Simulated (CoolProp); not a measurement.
Vapour-liquid equilibrium of CHF3 (R23) (1) + sulfur hexafluoride (2) at 258.6 K; x and y are mole fractions of (1).

Values from CoolProp's multi-fluid Helmholtz-energy mixture model, Penoncello 2003 and Guder 2009; pair parameters Bell 2016.

**Question.** Give the bubble pressure and the first vapour's composition at x = 0.2, 0.575, 0.875. Is there an azeotrope?

**Answer.** x = 0.2: 12.79 bar, y = 0.408; x = 0.575: 16.20 bar, y = 0.660; x = 0.875: 16.90 bar, y = 0.869. y crosses x between x = 0.8 and 0.875: the model has an azeotrope there.

The pair parameters rest on a limited set of measurements; away from them the model extrapolates.
